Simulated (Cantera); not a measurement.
A Cantera script and its output.

```python
import numpy as np
import cantera as ct

gas = ct.Solution("h2o2.yaml")
gas.TPX = 950, 300000, {'H2': 1, 'O2': 0.526, 'N2': 1.98, 'H2O': 0.36}
reactor = ct.IdealGasConstPressureReactor(gas, energy="on", clone=False)
net = ct.ReactorNet([reactor])
net.rtol, net.atol = 1e-08, 1e-16
show = ['H2', 'O2', 'H2O', 'O', 'H2O2', 'H', 'HO2']
times = np.geomspace(5e-06, 4, 10)

steps = ct.SolutionArray(gas, extra=["t"])
rows = []
print(f"{'t/s':>10s}{'T/K':>9s}{'P/Pa':>11s}" + "".join(f"{s:>11s}" for s in show))
for t in times:
    while net.time < t:
        t_next = net.step()
        steps.append(gas.state, t=t_next)
    rows.append([np.interp(t, steps.t, y) for y in (steps.T, steps.P, *steps(*show).X.T)])
    print(f"{t:10.3e}{rows[-1][0]:9.1f}{rows[-1][1]:11.4g}" + "".join(f"{x:11.3e}" for x in rows[-1][2:]))
rate = np.gradient(steps.T, steps.t)
print("integrator steps:", len(steps.t))
if steps.T.max() > steps.T[0] + 200:
    print(f"time of steepest temperature rise: {steps.t[rate.argmax()]:.4e} s")
gas.TPX = 950, 300000, {'H2': 1, 'O2': 0.526, 'N2': 1.98, 'H2O': 0.36}
gas.equilibrate("HP")
print(f"equilibrium (HP): T = {gas.T:.1f} K  " + "  ".join(f"{s} {gas[s].X[0]:.3e}" for s in show))
```

Output:

```
       t/s      T/K       P/Pa         H2         O2        H2O          O       H2O2          H        HO2
 5.000e-06    950.0      3e+05  2.587e-01  1.361e-01  9.312e-02  1.079e-12  1.364e-13  9.966e-12  1.839e-10
 2.264e-05    950.0      3e+05  2.587e-01  1.361e-01  9.312e-02  1.103e-12  3.098e-12  1.012e-11  8.845e-10
 1.025e-04    950.0      3e+05  2.587e-01  1.361e-01  9.312e-02  1.164e-12  6.548e-11  1.068e-11  4.067e-09
 4.642e-04    950.0      3e+05  2.587e-01  1.361e-01  9.312e-02  1.461e-12  1.333e-09  1.341e-11  1.872e-08
 2.102e-03    950.0      3e+05  2.587e-01  1.361e-01  9.312e-02  3.300e-12  2.734e-08  3.028e-11  9.432e-08
 9.516e-03    950.0      3e+05  2.587e-01  1.361e-01  9.312e-02  3.696e-11  9.110e-07  3.390e-10  1.137e-06
 4.309e-02    955.3      3e+05  2.580e-01  1.356e-01  9.378e-02  3.714e-09  1.657e-04  3.368e-08  2.694e-05
 1.951e-01   2567.9      3e+05  1.604e-02  1.237e-02  3.747e-01  1.297e-03  5.866e-07  2.477e-03  5.170e-06
 8.834e-01   2567.9      3e+05  1.604e-02  1.237e-02  3.747e-01  1.297e-03  5.866e-07  2.477e-03  5.170e-06
 4.000e+00   2567.9      3e+05  1.604e-02  1.237e-02  3.747e-01  1.297e-03  5.866e-07  2.477e-03  5.170e-06
integrator steps: 1664
time of steepest temperature rise: 6.6324e-02 s
equilibrium (HP): T = 2567.9 K  H2 1.604e-02  O2 1.237e-02  H2O 3.747e-01  O 1.297e-03  H2O2 5.866e-07  H 2.477e-03  HO2 5.170e-06
```

Cantera simulation using the H2/O2 subset of GRI-Mech 3.0, which has no nitrogen chemistry; the numbers are that mechanism's predictions, not measurements. The hydrogen kinetics of GRI-Mech 3.0 are dated; newer H2 mechanisms differ, most at raised pressure.
